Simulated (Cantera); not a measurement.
A perfectly stirred reactor is fed with 12.7 % CH4, 0.534 % H2, 16.0 % O2, 70.7 % N2, equivalence ratio 1.6, at 750 Torr; it is adiabatic with a 500 K inlet, and is followed from long to short residence time, starting on the burning branch (τ in s: 0.1, 0.039, 0.014, 0.0054, 0.002, 0.00075, 0.00028, 0.0001, 3.9e-05, 1.4e-05, 5.4e-06).

Model: GRI-Mech 3.0 (53 species, 325 reactions), integrated in Cantera.

Q: Predict: blow-out, bracketed by the residence times tried; x(CH4) at τ = 0.100 s; x(H2) at τ = 0.100 s; x(O2) at τ = 0.100 s; x(HO2) at τ = 0.100 s; x(CH2) at τ = 0.100 s; x(CH4) at τ = 0.750 ms; x(H2) at τ = 0.750 ms; x(O2) at τ = 0.750 ms.

A: 
- blow-out, bracketed by the residence times tried: burning at 2.00 ms, out at 0.750 ms
- x(CH4) at τ = 0.100 s: 0.00331
- x(H2) at τ = 0.100 s: 0.0785
- x(O2) at τ = 0.100 s: 0.000417
- x(HO2) at τ = 0.100 s: 6.95e-8
- x(CH2) at τ = 0.100 s: 1.06e-6
- x(CH4) at τ = 0.750 ms: 0.127
- x(H2) at τ = 0.750 ms: 0.00534
- x(O2) at τ = 0.750 ms: 0.160
